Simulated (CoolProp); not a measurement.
The numbers come from the reference Helmholtz-energy equation of state, Lemmon 2006 in CoolProp. It is a short technical equation, of lower accuracy than the large ones.

For CH3F (R41), give the phase and the Z, cp (kJ/(kg K)), cv (kJ/(kg K)), speed of sound (m/s) at 331.8 K and 2.21 MPa.


- 331.8 K and 2.21 MPa: gas; Z 0.865, cp 1.48, cv 1.02, speed of sound 295
